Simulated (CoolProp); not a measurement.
Saturation properties of tetradecamethylhexasiloxane (MD4M) (Tc = 380.0 °C, pc = 828.6 kPa, ω = 0.800).

The numbers come from the reference Helmholtz-energy equation of state, Thol 2019 in CoolProp.

```tsv
T (°C)	p (kPa)	vapour density (kg/m³)	enthalpy of vaporisation (kJ/kg)	liquid cp (kJ/(kg K))	surface tension (mN/m)
115.45	0.7283	0.1037	144.3	[?]	12.2
148.85	3.514	0.4642	133.8	1.982	10.2
182.25	12.34	1.535	123.3	2.047	8.31
215.55	34.16	4.082	112.6	2.112	[?]
248.95	79.53	[?]	101.2	[?]	4.80
282.35	162.4	[?]	[?]	2.251	3.25
315.65	300.3	38.67	73.58	2.346	1.86
```

### Question
Some entries are withheld; supply them.

### Answer

- 115.45, liquid cp (kJ/(kg K)): 1.914
- 215.55, surface tension (mN/m): 6.50
- 248.95, vapour density (kg/m³): 9.363
- 248.95, liquid cp (kJ/(kg K)): 2.178
- 282.35, vapour density (kg/m³): 19.49
- 282.35, enthalpy of vaporisation (kJ/kg): 88.54

It boils at 259.7 °C under 1 atm.

Surface tension comes from a separate correlation (Mulero 2014), older than this fluid's equation and unchecked against measurements.
